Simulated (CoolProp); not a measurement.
Ethanol at 298.15 K and 0.273 MPa flows at 9.2 m/s in a round tube of 12.7 mm bore and 45 µm roughness, fully developed (64/Re and Nu = 3.66 if laminar; Colebrook and Gnielinski if turbulent). Each further row changes one setting.

Values from CoolProp's reference Helmholtz-energy equation of state, Schroeder 2014.

```csv
case,Reynolds number,Darcy friction factor,pressure drop (Pa/m),heat-transfer coefficient (W/(m² K)),mass flow (kg/h)
as stated,84700,0.0288,75400,12300,3290
velocity 18.4 m/s,169000,0.0281,295000,24300,6590
diameter 25.4 mm,169000,0.0238,31200,11000,13200
```

Viscosity comes from a separate model (Kiselev 2005). Thermal conductivity comes from a separate model (Assael 2013).
